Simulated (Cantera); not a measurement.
Feed: 1 mol CH3SiH3, 0.0071 mol C2H4, 3.1 mol H2, at 2550 K and 52.0 mbar.

Equilibrium computed with Cantera from the NASA thermochemical tables; the gas is ideal and each condensed phase is pure. Candidate condensed phases: C, C6H6, C7H8, C8H18, Si, SiC; 87 gas species. The feed counts by its element totals alone. Gases not in the tables: Si2H6 and higher silanes. Equilibrium is a limit: real reactors are often held back by kinetics, nucleation or transport.

What is the equilibrium state?


- x(H2) = 0.812
- x(H) = 0.123
- x(Si) = 0.0354
- x(C2H2 (acetylene)) = 0.0108
- x(SiC2) = 0.0106
- x(Si2C) = 0.00575
- x(SiH) = 0.00178
- x(Si2) = 0.000273
- x(SiH2) = 0.000266
- n(C(graphite)) = 0.0902 mol
- n(SiC(s)) = 0.585 mol
- gas amount = 6.906 mol
- log10 activity of Si(l) (absent) = -0.57
